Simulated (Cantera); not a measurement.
# Aluminium nitride and oxide growth: Al(CH₃)₃ + NH₃ + H₂

Feed: 1 mol Al(CH₃)₃, 88 mol NH₃, 280 mol H₂, equilibrated at 0.0400 bar.

Method: chemical equilibrium by Gibbs-energy minimisation in Cantera with the NASA 1993 tables (ideal gas, pure condensed phases). Candidate condensed phases: Al, AlN, C, C₆H₆, C₇H₈, C₈H₁₈; 97 gas species. The feed counts by its element totals alone. Rates play no part.

```csv
T (K),log p H₂,log p N₂,log p H,log p HCN,log p Al,n AlN(s),n C(graphite)
1073,-1.44,-2.42,-8.57,-6.74,<-13,1.00,2.31
1173,-1.44,-2.42,-7.65,-6.19,<-13,1.00,2.70
1273,-1.44,-2.42,-6.87,-5.73,-12.96,1.00,2.84
1373,-1.44,-2.42,-6.20,-5.33,-11.05,1.00,2.87
1473,-1.44,-2.42,-5.62,-4.99,-9.40,1.000,2.83
1573,-1.44,-2.42,-5.11,-4.70,-7.97,1.000,2.72
1673,-1.44,-2.42,-4.66,-4.43,-6.71,0.997,2.50
1773,-1.44,-2.43,-4.27,-4.20,-5.59,0.968,2.13
1873,-1.44,-2.43,-3.91,-4.00,-4.59,0.684,1.52
1973,-1.45,-2.43,-3.59,-3.82,-4.09,0,0.598
2073,-1.45,-2.43,-3.30,-3.73,-4.08,0,0
2173,-1.45,-2.44,-3.04,-3.73,-4.08,0,0
```
log p: log10 of the partial pressure in bar; n: condensed amount in mol.

From 1073 K to 1873 K the condensed part is AlN(s) + C(graphite). At 1973 K the condensed part is C(graphite). From 2073 K to 2173 K nothing is condensed.
